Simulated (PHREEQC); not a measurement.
Consider water at 11 °C with 5.4e-05 mol NaOH per kg of water. Closed to the air; pH follows from the charge balance.

The numbers come from PHREEQC with the ion-association model, phreeqc.dat.

No solid was allowed to form.

### Question
Estimate the pH.

### Answer
pH 10.22.

Complexes and solids missing from the database can't appear. Constants without temperature data keep their 25 °C values here.
